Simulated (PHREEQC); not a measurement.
## Reverse-osmosis permeate: an equilibrium model

A made-up water analysis in mg/L, 20 °C, pH 6.7, pe 10.9:

| constituent | mg/L |
|---|---|
| Na | 3.12 |
| K | 1.24 |
| Ca | 1.18 |
| Mg | 0.655 |
| Cl | 4.6 |
| S(6) as SO4 | 3.19 |
| Alkalinity as HCO3 | 8.32 |
| Sr | 0.0318 |
| Cu(2) | 0.00234 |

Valence states are taken as typed.

The numbers come from PHREEQC with the ion-association model, wateq4f.dat.

| Quantity | Result |
|---|---|
| ionic strength | 0.000396 mol/kgw |
| charge-balance error | -8.4 % |

```
species  molality  activity   log γ
-------  --------  --------  ------
HCO3-    0.000136  0.000133  -0.010
Na+      0.000136  0.000133  -0.010
Cl-      0.000130  0.000127  -0.010
CO2       6.41e-5   6.41e-5   0.000
SO4-2     3.29e-5   3.00e-5  -0.039
K+        3.17e-5   3.10e-5  -0.010
Ca+2      2.92e-5   2.67e-5  -0.039
Mg+2      2.67e-5   2.45e-5  -0.039
Sr+2      3.60e-7   3.30e-7  -0.039
H+        2.04e-7   2.00e-7  -0.010
CaSO4     1.53e-7   1.53e-7   0.000
MgSO4     1.51e-7   1.51e-7   0.000
CaHCO3+   4.27e-8   4.18e-8  -0.010
```

This is a speciation only: nothing precipitates in the calculation. The database's constant for dissolved Cu(OH)2 is higher than later reviews accept.
